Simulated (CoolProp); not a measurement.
Model: reference Helmholtz-energy equation of state, Lemmon 2013, in CoolProp.

Question: For propylene, give the phase and the density (kg/m³), cp (kJ/(kg K)), Prandtl number at 102.45 °C and 15.3 MPa; 134.35 °C and 15.3 MPa.

Answer: 
- 102.45 °C and 15.3 MPa: supercritical; density 429, cp 2.90, Prandtl number 2.02
- 134.35 °C and 15.3 MPa: supercritical; density 370, cp 3.16, Prandtl number 1.93

Viscosity comes from a separate model (Huber 2003), an estimate that may be off by 10 % or more. Thermal conductivity comes from a separate model (Huber 2003), an estimate that may be off by 10 % or more.
